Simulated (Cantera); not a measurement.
## Ignition delay

Mixture: 11.0 % CH4, 17.0 % O2, 63.8 % N2, 8.17 % CO2, equivalence ratio 1.3, at 1050 Torr, adiabatic and at constant volume. Ignition delay is the time to a rise of 400 K.

Cantera simulation using GRI-Mech 3.0 (53 species, 325 reactions); the numbers are that mechanism's predictions, not measurements.

| T0 (K) | delay (ms) |
|---|---|
| 1275 | 15.6 |
| 1350 | 6.03 |
| 1425 | 2.49 |
| 1500 | 1.09 |
| 1575 | 0.519 |
| 1650 | 0.266 |
| 1725 | 0.147 |
| 1800 | 0.0874 |
| 1875 | 0.0548 |

* **apparent activation energy between 1725 and 1875 K**: 180 kJ/mol
